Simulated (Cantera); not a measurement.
Charge: 1 mol Fe3O4, a varied amount of CO, at 1100 K and 1 atm.

These are equilibrium values from Cantera (NASA tables, ideal gas, pure condensed phases), not measurements of a reactor. Candidate condensed phases: C, Fe, Fe(CO)5, FeO, Fe2O3, Fe3O4; 15 gas species. Mutual solubility and eutectic melting of coexisting phases are not modelled. The tables' stoichiometric FeO is somewhat more stable than real wüstite, so its field is too wide. FeO: taken at fixed stoichiometry. Kinetics and transport are ignored.

log p: log10 of the partial pressure in bar; n: condensed amount in mol.

```tsv
n(CO) (mol)	log p CO2	log p CO	n FeO(s)	n Fe3O4(s)	n Fe(α)
0.63	-0.02	-1.27	1.79	0.403	0
0.81	-0.02	-1.27	…	…	0
1	-0.02	-1.27	2.84	0.0524	0
1.3	-0.11	-0.63	3.00	0	0
1.7	-0.22	-0.38	3.00	0	0
2.2	-0.34	-0.26	3.00	0	0
2.8	…	-0.19	3.00	0	0
3.6	-0.55	-0.14	3.00	0	0
4.6	-0.66	-0.10	3.00	0	0
5.9	-0.73	-0.08	2.92	0	0.0763
7.6	-0.73	-0.08	2.61	0	0.386
9.7	-0.73	-0.08	2.23	0	0.770
```

Question: Complete the blanks.

Answer: 
- 0.81, n FeO(s): 2.30
- 0.81, n Fe3O4(s): 0.232
- 2.8, log p CO2: -0.44
